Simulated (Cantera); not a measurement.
A closed system holds: 1 mol Fe(CO)5, 7.5 mol H2, held at 677 °C and 308 Torr.

Equilibrium computed with Cantera from the NASA thermochemical tables; the gas is ideal and each condensed phase is pure. Candidate condensed phases: C, C6H6, C7H8, C8H18, Fe, Fe(CO)5, FeO, Fe(OH)2, Fe(OH)3, Fe2O3, Fe3O4, H2O; 114 gas species. Condensed phases not in the tables: cementite and carbon dissolved in iron. The numbers say what is thermodynamically allowed, not how fast it happens.

Base state: H2 0.576, CO 0.283, H2O 0.0625, CO2 0.0551, CH4 0.0228 (mole fractions); condensed: C(graphite) + Fe(α).

Problem. What changes in the equilibrium state with this change: temperature from 677 °C to 950 °C?

Solution. 
| species | before | after |
|---|---|---|
| H2 | 0.576 | 0.597 |
| CO | 0.283 | 0.398 |
| H2O | 0.0625 | 0.00196 |
| CO2 | 0.0551 | 0.000892 |
| CH4 | 0.0228 | 0.00194 |
| C(graphite), mol | 1.04 | 0.0112 |
| Fe(α), mol | 1.00 | 0 |
| Fe(γ), mol | 0 | 1.00 |

Problem. What changes in the equilibrium state with this change: 1.2 mol NH3 added?

Solution. 
```
species           before    after
----------------  ------  -------
H2                 0.576    0.595
CO                 0.283    0.241
H2O               0.0625   0.0549
N2                     0   0.0450
CO2               0.0551   0.0398
CH4               0.0228   0.0243
NH3                    0  3.29e-5
C(graphite), mol    1.04    0.937
Fe(α), mol          1.00     1.00
```

Problem. What changes in the equilibrium state with this change: H2 from 7.5 to 1.2 mol?

Solution. 
| species | before | after |
|---|---|---|
| CO | 0.283 | 0.527 |
| H2 | 0.576 | 0.232 |
| CO2 | 0.0551 | 0.190 |
| CH4 | 0.0228 | 0.00370 |
| H2O | 0.0625 | 0.0468 |
| C(graphite), mol | 1.04 | 1.98 |
| Fe(α), mol | 1.00 | 0 |
| FeO(s), mol | 0 | 1.00 |
The tables' stoichiometric FeO is somewhat more stable than real wüstite, so its field is too wide. FeO: taken at fixed stoichiometry.
